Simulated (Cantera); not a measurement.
An isothermal, constant-pressure homogeneous reactor starts with 57.5 % CH4, 42.5 % CO2, at 1700 K and 0.170 bar.

Detailed kinetics in Cantera: GRI-Mech 3.0 (53 species, 325 reactions).

x: mole fraction; the columns are a selection and need not sum to one.

| t (s) | x CH4 | x CO2 | x HCO | x CH2CO | x H |
|---|---|---|---|---|---|
| 6.00e-5 | 0.574 | 0.425 | 4.46e-12 | <1e-12 | 7.75e-7 |
| 0.000246 | 0.573 | 0.425 | 7.67e-10 | 1.89e-11 | 1.32e-6 |
| 0.00101 | 0.562 | 0.423 | 4.46e-8 | ? | 6.61e-6 |
| 0.00416 | 0.464 | 0.398 | 1.38e-7 | ? | 4.20e-5 |
| 0.0171 | 0.265 | 0.310 | 6.25e-8 | ? | 9.51e-5 |
| 0.0702 | 0.0895 | 0.146 | 2.24e-8 | ? | 0.000149 |
| 0.288 | 0.0226 | 0.0416 | 1.36e-8 | ? | 0.000222 |
| 1.19 | 0.0142 | 0.0228 | 1.28e-8 | ? | 0.000242 |
| 4.87 | 0.00676 | 0.00704 | 1.41e-8 | ? | 0.000256 |
| 20.0 | 0.00229 | 0.000514 | 1.51e-8 | ? | 0.000263 |

Task: Fill in the missing entries.

Result: 
- 0.00101, x CH2CO: 3.66e-9
- 0.00416, x CH2CO: 9.36e-7
- 0.0171, x CH2CO: 1.88e-5
- 0.0702, x CH2CO: 7.00e-5
- 0.288, x CH2CO: 8.00e-5
- 1.19, x CH2CO: 2.59e-5
- 4.87, x CH2CO: 4.43e-6
- 20.0, x CH2CO: 3.39e-7
